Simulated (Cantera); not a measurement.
Input: 1 mol CH3SiCl3, 2.5 mol H2, 0.5 mol C3H8, at 30.8 Torr.

Cantera equilibrium calculation (NASA polynomials, part measured and part estimated; ideal gas, pure solids and liquids). Candidate condensed phases: C, C6H6, C7H8, C8H18, Si, SiC; 109 gas species. The feed counts by its element totals alone. Gases not in the tables: Si2H6 and higher silanes. Rates play no part.

Over these rows the condensed part is C(graphite) + SiC(s). Partial pressures as log10 of bar:

```csv
T (K),1000/T (1/K),log p SiHCl3,log p H2,log p HCl,log p SiCl2
1400,0.7143,-4.81,-1.60,-1.81,-3.87
1600,0.6250,-5.45,-1.60,-1.81,-3.46
1800,0.5556,-5.99,-1.60,-1.83,-3.18
2000,0.5000,?,-1.59,-1.85,-2.99
2200,0.4545,-6.89,-1.60,-1.89,-2.86
2400,0.4167,-7.31,-1.62,-1.95,-2.80
```

Question: Fit log p(SiHCl3) = a + b·(1000/T) to the five rows, give the apparent enthalpy, and predict the row at 2000 K.

Answer: Means: 1000/T = 0.5532, log p = -6.090. Sxy = 0.497890, Sxx = 0.0594881, so b = 8.37 and a = -6.090 − (8.37)×0.5532 = -10.72.
Apparent enthalpy: −19.145 × (8.37) = -160 kJ/mol. With the condensed phases at unit activity, SiC(s) + 3 HCl(g) = SiHCl3(g) + C(graphite) + H2(g) links this pressure to the main gases: over the six rows their terms move log p by -0.40 in all, so the slope isn't that reaction's ΔH° alone. The five rows lie within 0.08 of the line.
Prediction at 2000 K: -10.72 + (8.37)×0.5000 = -6.54. The computed value is -6.47, 0.07 from the line.
